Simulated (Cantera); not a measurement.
An adiabatic, constant-pressure homogeneous reactor starts with H₂ : O₂ : N₂ = 1 : 1 : 3.76 (molar parts), at 1550 K and 7500 Torr. Integrator tolerance rtol = 1e-08.

Model: the H2/O2 subset of GRI-Mech 3.0, which has no nitrogen chemistry, integrated in Cantera. The hydrogen kinetics of GRI-Mech 3.0 are dated; newer H2 mechanisms differ, most at raised pressure.

**Question.** How do the results move with these cheaper or finer settings: full GRI-Mech 3.0 in place of its H2/O2 subset; rtol 1e-08 to 0.01; rtol 1e-08 to 1e-10?

**Answer.** 
```csv
setting,time of steepest temperature rise,temperature at 0.300 s,equilibrium temperature,x(H₂) at 0.300 s,integrator steps
as above,1.32 µs,2660 K,2660 K,0.00234,981
full GRI-Mech 3.0 in place of its H2/O2 subset,1.32 µs,2632 K,2632 K,0.00218,1161
rtol 1e-08 to 0.01,1.32 µs,2661 K,2660 K,0.00235,184
rtol 1e-08 to 1e-10,1.32 µs,2660 K,2660 K,0.00234,1603
```
